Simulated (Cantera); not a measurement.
A freely propagating, adiabatic, planar premixed flame of 11.0 % CH₄, 0.496 % CO, 18.6 % O₂, 69.9 % N₂, equivalence ratio 1.2, unburnt at 600 K and 4.54 atm; mixture-averaged transport, grid criteria slope 0.08 and curve 0.16, no radiation.

Detailed kinetics in Cantera: GRI-Mech 3.0 (53 species, 325 reactions). Burning velocities carry a grid error of a few per cent, more on coarse grids.

Task: Predict: laminar burning velocity; thermal thickness; peak x(HCO); peak x(CH₂O); peak x(CH₂).

Result: 
* **laminar burning velocity**: 70.5 cm/s
* **thermal thickness**: 0.110 mm
* **peak x(HCO)**: 3.00e-5
* **peak x(CH₂O)**: 0.00142
* **peak x(CH₂)**: 7.37e-5
